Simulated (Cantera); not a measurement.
Gas mixture: 100 % O2, at 100000 Pa, frozen composition.

Cantera's kinetic-theory transport with the Lennard-Jones parameters of GRI-Mech 3.0, ideal gas; thermal conductivity in the mixture-averaged form.

D: mixture-averaged diffusion coefficient of that species in the mixture.

```tsv
T (K)	ρ (kg/m³)	cp (J/kg/K)	μ (µPa s)	λ (mW/m/K)	Pr	D (cm²/s) NH3	D (cm²/s) CO2	D (cm²/s) H2
400	0.962	941.4	25.6	33.9	0.713	0.390	0.267	1.33
600	0.641	1003	34.1	48.2	0.709	0.823	0.548	2.63
800	0.481	1055	___	___	0.710	___	___	___
1000	0.385	1090	47.9	73.6	0.710	2.02	1.31	6.16
1200	0.321	1114	54.0	84.9	0.708	2.77	1.79	8.34
1400	0.275	1134	59.7	95.7	0.707	3.59	2.31	10.8
1600	0.241	1151	___	___	0.707	___	___	___
```

Q: Some entries are withheld; supply them.

A: 
- 800, μ (µPa s): 41.4
- 800, λ (mW/m/K): 61.4
- 800, D (cm²/s) NH3: 1.37
- 800, D (cm²/s) CO2: 0.899
- 800, D (cm²/s) H2: 4.25
- 1600, μ (µPa s): 65.1
- 1600, λ (mW/m/K): 106
- 1600, D (cm²/s) NH3: 4.50
- 1600, D (cm²/s) CO2: 2.89
- 1600, D (cm²/s) H2: 13.4
